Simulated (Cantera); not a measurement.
# Si2H6 + HCl + H2 (silicon epitaxy and polysilicon growth)

Feed: 1 mol Si2H6, 0.05 mol HCl, 6.4 mol H2, at 1175 °C and 6.75 Torr.

Equilibrium computed with Cantera from the NASA thermochemical tables; the gas is ideal and each condensed phase is pure. Candidate condensed phases: Si; 19 gas species. The feed counts by its element totals alone. Rates play no part.

| Quantity | Value |
|---|---|
| x(H2) | 0.995 |
| x(HCl) | 0.00513 |
| x(H) | 9.71e-5 |
| x(SiCl2) | 8.14e-5 |
| n(Si(s)) | 2.00 mol |
| gas amount | 9.450 mol |
